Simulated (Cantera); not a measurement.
Standard-state values (1 bar) from the NASA 1993 polynomials, evaluated with Cantera. Values are per mole of reaction as written; species without (g) are pure solids or liquids, kept so even where they would boil at 1 bar.

Task: Between 300 and 1373 K, where is each reaction favourable under standard conditions?
- K₂SO₄ + SO₂(g) = 2 SO₃(g) + 2 K

Result: 
- K₂SO₄ + SO₂(g) = 2 SO₃(g) + 2 K: ΔG° is 877 kJ at 300 K and 657 kJ at 1373 K; it stays positive (K < 1). ΔH° is 869 kJ and ΔS° 154 J/K at 1373 K.
